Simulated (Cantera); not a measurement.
Cantera run, input and output.

```python
import numpy as np
import cantera as ct

gas = ct.Solution("gri30.yaml")
gas.TPX = 500, 500000, {'CH4': 1, 'O2': 1.54, 'N2': 5.78}
inlet = ct.Reservoir(gas, clone=True)
gas.equilibrate("HP")  # start burning
reactor = ct.IdealGasConstPressureReactor(gas, energy="on", clone=False)
exhaust = ct.Reservoir(gas, clone=True)
tau = [0.4, 0.17, 0.073, 0.031, 0.013, 0.0057, 0.0024, 0.001, 0.00044, 0.00019, 8.1e-05][0]
for a, b in ((inlet, reactor), (reactor, exhaust)):
    ct.MassFlowController(a, b, mdot=lambda t: reactor.mass / tau)
net = ct.ReactorNet([reactor])
show = ['CH4', 'O2', 'O', 'C2H4', 'NO2', 'H2O']

rows = []
print(f"{'tau/s':>10s}{'T/K':>9s}" + "".join(f"{s:>11s}" for s in show))
for tau in [0.4, 0.17, 0.073, 0.031, 0.013, 0.0057, 0.0024, 0.001, 0.00044, 0.00019, 8.1e-05]:
    net.initial_time = 0.0
    net.advance(30 * tau)
    before = gas.X
    net.advance(40 * tau)
    drift = np.max(np.abs(gas.X - before) / (gas.X + 1e-9))
    rows.append([gas.T, *gas[show].X, drift])
    print(f"{tau:10.3e}{gas.T:9.1f}" + "".join(f"{x:11.3e}" for x in gas[show].X))
```

Result:

```
     tau/s      T/K        CH4         O2          O       C2H4        NO2        H2O
 4.000e-01   2201.7  1.204e-05  1.459e-05  3.321e-06  1.002e-09  1.288e-09  1.848e-01
 1.700e-01   2201.1  2.456e-05  2.570e-05  3.828e-06  4.478e-09  1.691e-09  1.848e-01
 7.300e-02   2200.0  4.676e-05  4.822e-05  4.687e-06  1.791e-08  2.293e-09  1.847e-01
 3.100e-02   2198.5  8.505e-05  9.404e-05  6.100e-06  6.690e-08  3.127e-09  1.846e-01
 1.300e-02   2196.2  1.492e-04  1.872e-04  8.398e-06  2.358e-07  4.205e-09  1.845e-01
 5.700e-03   2192.9  2.456e-04  3.601e-04  1.192e-05  7.278e-07  5.478e-09  1.843e-01
 2.400e-03   2187.2  4.009e-04  7.118e-04  1.811e-05  2.204e-06  7.190e-09  1.841e-01
 1.000e-03   2177.2  6.452e-04  1.413e-03  2.901e-05  6.314e-06  9.466e-09  1.837e-01
 4.400e-04   2160.3  1.030e-03  2.720e-03  4.605e-05  1.669e-05  1.201e-08  1.829e-01
 1.900e-04   2125.7  1.858e-03  5.689e-03  7.177e-05  5.037e-05  1.411e-08  1.813e-01
 8.100e-05    500.0  1.202e-01  1.851e-01 -1.084e-28 -2.100e-17 -1.633e-19 -1.349e-15
```

Computed with Cantera and GRI-Mech 3.0 (53 species, 325 reactions).
